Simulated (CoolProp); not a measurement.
R11 along the isotherm 209.55 °C: fugacity coefficient from the reference equation and from simpler models built on Tc = 198.0 °C, pc = 4408 kPa, ω = 0.189; each cubic takes its own stable root.

Computed with CoolProp (reference Helmholtz-energy equation of state, Jacobsen 1992).

```tsv
p (kPa)	phase	reference	van der Waals	Redlich-Kwong	Soave-Redlich-Kwong
245	gas	0.9828	0.9845	0.9824	0.9826
490	gas	0.9658	0.9690	0.9649	0.9652
735	gas	0.9487	0.9535	0.9476	0.9480
979	gas	0.9318	0.9381	0.9304	0.9310
1220	gas	0.9152	0.9230	0.9135	0.9143
1470	gas	0.8980	0.9073	0.8961	0.8970
1710	gas	0.8815	0.8922	0.8795	0.8806
1960	gas	0.8644	0.8765	0.8623	0.8635
2200	gas	0.8480	0.8614	0.8458	0.8472
```
